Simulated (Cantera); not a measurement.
Adiabatic ignition

An adiabatic, constant-volume homogeneous reactor starts with 12.8 % CH4, 18.3 % O2, 68.8 % N2, at 1050 K and 2200000 Pa.

Computed with Cantera and GRI-Mech 3.0 (53 species, 325 reactions). The pressure lies above the range GRI-Mech 3.0 was tuned for (to about 10 atm).

```tsv
t (s)	T (K)	P (bar)	x CH4	x O2	x CO	x N2O	x H
2.00e-6	1050	22.0	0.128	0.183	<1e-12	<1e-12	<1e-12
5.49e-6	1050	22.0	0.128	0.183	<1e-12	<1e-12	<1e-12
1.51e-5	1050	22.0	0.128	0.183	<1e-12	<1e-12	<1e-12
4.13e-5	1050	22.0	0.128	0.183	1.88e-12	<1e-12	<1e-12
0.000113	1050	22.0	0.128	0.183	4.59e-11	<1e-12	2.02e-12
0.000311	1050	22.0	0.128	0.183	1.44e-9	<1e-12	1.05e-11
0.000854	1050	22.0	0.128	0.183	4.54e-8	2.52e-12	3.03e-11
0.00234	1050	22.0	0.128	0.183	7.84e-7	1.11e-11	5.61e-11
0.00643	1051	22.0	0.128	0.183	1.23e-5	5.78e-11	2.03e-10
0.0176	2908	65.7	2.59e-10	0.000172	0.0820	4.52e-7	0.00345
0.0484	2908	65.7	2.59e-10	0.000172	0.0820	4.52e-7	0.00345
0.133	2908	65.7	2.59e-10	0.000172	0.0820	4.52e-7	0.00345
0.364	2908	65.7	2.59e-10	0.000172	0.0820	4.52e-7	0.00345
1.00	2908	65.7	2.59e-10	0.000172	0.0820	4.52e-7	0.00345
```
x: mole fraction; the columns are a selection and need not sum to one.

| Item | Result |
|---|---|
| time of steepest temperature rise | 16.7 ms |
| temperature at 1.00 s | 2908 K |
| equilibrium temperature | 2908 K |
| x(CH4) at 1.00 s | 2.59e-10 (gas-phase equilibrium 2.90e-10) |
| x(O2) at 1.00 s | 0.000172 (gas-phase equilibrium 0.000172) |
| x(CO) at 1.00 s | 0.0820 (gas-phase equilibrium 0.0820) |
